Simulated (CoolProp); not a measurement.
Vapour-liquid equilibrium of R1234ze(E) (1) + n-pentane (2) at 5.35 °C; x and y are mole fractions of (1).

Computed with CoolProp (multi-fluid Helmholtz-energy mixture model, Thol 2016 and Thol 2019; pair parameters Bell 2016).

**Question.** Give the bubble pressure and the first vapour's composition at x = 0.25, 0.75, 0.85. Is there an azeotrope?

**Answer.** x = 0.25: 154.4 kPa, y = 0.830; x = 0.75: 232.0 kPa, y = 0.925; x = 0.85: 243.2 kPa, y = 0.945. No azeotrope shows between x = 0.05 and 0.95.

The pair parameters rest on a limited set of measurements; away from them the model extrapolates. With so large a gap from Raoult's law the liquid may split in two, which this calculation doesn't test in full.
